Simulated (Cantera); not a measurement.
Gas mixture: 100 % NO, at 1.43 Torr, frozen composition.

Cantera's kinetic-theory transport with the Lennard-Jones parameters of GRI-Mech 3.0, ideal gas; thermal conductivity in the mixture-averaged form. The composition is frozen, though it would react at the higher temperatures.

One state of this run: ρ (kg/m³) = 0.000596; cp (J/kg/K) = 1153; μ (µPa s) = 47.0; λ (mW/m/K) = 76.7; Pr = 0.707; D (cm²/s) H = 6520; D (cm²/s) O = 1660; D (cm²/s) C2H2 = 902. D: mixture-averaged diffusion coefficient of that species in the mixture.

Problem. Which value of T (K) does it belong to?
A. 1150
B. 550
C. 850
D. 1000

Solution. A, 1150
